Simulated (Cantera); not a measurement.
A Cantera script and its output.

```python
import numpy as np
import cantera as ct

gas = ct.Solution("gri30.yaml")
gas.TPX = 1200, 500000, {'CH3OH': 0.0032, 'O2': 0.012, 'N2': 1}
reactor = ct.IdealGasConstPressureReactor(gas, energy="off", clone=False)
net = ct.ReactorNet([reactor])
net.rtol, net.atol = 1e-08, 1e-18
show = ['CH3OH', 'O2', 'C2H6', 'C2H', 'H2']
times = np.geomspace(6e-06, 10, 14)

steps = ct.SolutionArray(gas, extra=["t"])
rows = []
print(f"{'t/s':>10s}{'T/K':>9s}{'P/Pa':>11s}" + "".join(f"{s:>11s}" for s in show))
for t in times:
    while net.time < t:
        t_next = net.step()
        steps.append(gas.state, t=t_next)
    rows.append([np.interp(t, steps.t, y) for y in (steps.T, steps.P, *steps(*show).X.T)])
    print(f"{t:10.3e}{rows[-1][0]:9.1f}{rows[-1][1]:11.4g}" + "".join(f"{x:11.3e}" for x in rows[-1][2:]))
rate = np.gradient(steps.T, steps.t)
print("integrator steps:", len(steps.t))
if steps.T.max() > steps.T[0] + 200:
    print(f"time of steepest temperature rise: {steps.t[rate.argmax()]:.4e} s")
gas.TPX = 1200, 500000, {'CH3OH': 0.0032, 'O2': 0.012, 'N2': 1}
gas.equilibrate("TP")
print(f"equilibrium (TP): T = {gas.T:.1f} K  " + "  ".join(f"{s} {gas[s].X[0]:.3e}" for s in show))
```

Result:

```
       t/s      T/K       P/Pa      CH3OH         O2       C2H6        C2H         H2
 6.000e-06   1200.0      5e+05  3.152e-03  1.182e-02  8.201e-16  1.225e-27  2.027e-09
 1.806e-05   1200.0      5e+05  3.152e-03  1.182e-02  2.151e-14  4.021e-27  7.893e-09
 5.437e-05   1200.0      5e+05  3.152e-03  1.182e-02  5.227e-13  1.253e-26  2.612e-08
 1.637e-04   1200.0      5e+05  3.152e-03  1.182e-02  1.012e-11  4.013e-26  8.536e-08
 4.927e-04   1200.0      5e+05  3.151e-03  1.182e-02  1.111e-10  1.510e-25  3.033e-07
 1.483e-03   1200.0      5e+05  3.149e-03  1.182e-02  4.633e-10  1.130e-24  1.380e-06
 4.465e-03   1200.0      5e+05  3.119e-03  1.181e-02  8.556e-10  7.255e-23  1.520e-05
 1.344e-02   1200.0      5e+05  2.381e-11  8.014e-03  2.264e-16  9.972e-23  4.241e-05
 4.046e-02   1200.0      5e+05  3.221e-16  7.379e-03  4.055e-26  8.277e-28  4.777e-06
 1.218e-01   1200.0      5e+05  4.912e-20  7.124e-03 -2.446e-29  2.912e-30  6.463e-07
 3.666e-01   1200.0      5e+05 -2.225e-23  7.082e-03  9.911e-33  2.017e-31  2.850e-08
 1.104e+00   1200.0      5e+05 -3.399e-19  7.081e-03  3.309e-28  7.460e-33  1.081e-09
 3.322e+00   1200.0      5e+05  2.180e-21  7.081e-03  1.546e-31  1.480e-33  4.753e-10
 1.000e+01   1200.0      5e+05  3.522e-26  7.081e-03 -6.626e-38  1.169e-33  4.279e-10
integrator steps: 2202
equilibrium (TP): T = 1200.0 K  CH3OH 4.613e-36  O2 7.061e-03  C2H6 2.424e-69  C2H 2.256e-58  H2 4.285e-10
```

Computed with Cantera and GRI-Mech 3.0 (53 species, 325 reactions). GRI-Mech 3.0 was tuned for natural gas; its chemistry of methanol as a main component is partial and can be far from experiment.
